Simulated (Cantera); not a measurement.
Feed: 1 mol TiCl4, 4.7 mol H2O, held at 1150 °C and 68.0 mbar.

These are equilibrium values from Cantera (NASA tables, ideal gas, pure condensed phases), not measurements of a reactor. Candidate condensed phases: H2O, Ti, TiCl2, TiCl3, TiCl4, TiO, TiO2, Ti2O3, Ti3O5, Ti4O7; 23 gas species. Gases not in the tables: TiO(OH)2. Rates play no part.

Base state: HCl 0.596, H2O 0.403, Cl 0.000648, H2 0.000369, Cl2 2.49e-5, OH 1.16e-5 (mole fractions); condensed: TiO2(rutile).

**Question.** What changes in the equilibrium state with this change: temperature from 1150 °C to 1550 °C?

**Answer.** 
| species | before | after |
|---|---|---|
| HCl | 0.596 | 0.584 |
| H2O | 0.403 | 0.400 |
| Cl | 0.000648 | 0.00973 |
| H2 | 0.000369 | 0.00579 |
| O | 1.38e-8 | 1.02e-5 |
| H | 4.89e-7 | 0.000126 |
| TiO2(rutile), mol | 1.00 | 1.000 |

**Question.** What changes in the equilibrium state with this change: H2O from 4.7 to 0.41 mol?

**Answer.** 
```tsv
species	before	after
HCl	0.596	0.506
TiCl4	2.55e-8	0.488
TiCl3	<1e-9	0.00304
H2O	0.403	6.64e-5
TiOCl2	2.35e-9	1.03e-5
OH	1.16e-5	8.32e-9
TiO2(rutile), mol	1.00	0.205
```
